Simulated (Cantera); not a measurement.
Stirred combustor or abatement burner

A perfectly stirred reactor is fed with CH4 : O2 : N2 : CO2 = 1 : 1.54 : 5.78 : 2 (molar parts), at 20.0 bar; it is adiabatic with a 448 K inlet, and is followed from long to short residence time, starting on the burning branch (τ in s: 0.038, 0.018, 0.0087, 0.0041, 0.002, 0.00095, 0.00045, 0.00022, 0.0001, 5e-05, 2.4e-05).

Detailed kinetics in Cantera: GRI-Mech 3.0 (53 species, 325 reactions). The pressure lies above the range GRI-Mech 3.0 was tuned for (to about 10 atm).

```json
[
 {"τ (s)": "0.038", "T (K)": "1761", "x CH4": "0.00318", "x O2": "0.00108", "x CO2": "0.217", "x OH": "8.59e-6", "x NO": "2.94e-7"},
 {"τ (s)": "0.018", "T (K)": "1756", "x CH4": "0.00389", "x O2": "0.00193", "x CO2": "0.218", "x OH": "1.02e-5", "x NO": "2.36e-7"},
 {"τ (s)": "0.0087", "T (K)": "1745", "x CH4": "0.00464", "x O2": "0.00328", "x CO2": "0.219", "x OH": "1.21e-5", "x NO": "1.82e-7"},
 {"τ (s)": "0.0041", "T (K)": "1725", "x CH4": "0.00564", "x O2": "0.00560", "x CO2": "0.218", "x OH": "1.39e-5", "x NO": "1.33e-7"},
 {"τ (s)": "0.0020", "T (K)": "1689", "x CH4": "0.00727", "x O2": "0.00955", "x CO2": "0.217", "x OH": "1.47e-5", "x NO": "9.06e-8"},
 {"τ (s)": "0.00095", "T (K)": "1592", "x CH4": "0.0122", "x O2": "0.0204", "x CO2": "0.216", "x OH": "1.13e-5", "x NO": "4.13e-8"},
 {"τ (s)": "0.00045", "T (K)": "448", "x CH4": "0.0969", "x O2": "0.149", "x CO2": "0.194", "x OH": "<1e-12", "x NO": "<1e-12"},
 {"τ (s)": "0.00022", "T (K)": "448", "x CH4": "0.0969", "x O2": "0.149", "x CO2": "0.194", "x OH": "<1e-12", "x NO": "<1e-12"},
 {"τ (s)": "0.00010", "T (K)": "448", "x CH4": "0.0969", "x O2": "0.149", "x CO2": "0.194", "x OH": "<1e-12", "x NO": "<1e-12"},
 {"τ (s)": "5.0e-5", "T (K)": "448", "x CH4": "0.0969", "x O2": "0.149", "x CO2": "0.194", "x OH": "<1e-12", "x NO": "<1e-12"},
 {"τ (s)": "2.4e-5", "T (K)": "448", "x CH4": "0.0969", "x O2": "0.149", "x CO2": "0.194", "x OH": "<1e-12", "x NO": "<1e-12"}
]
```
x: mole fraction; the columns are a selection and need not sum to one.
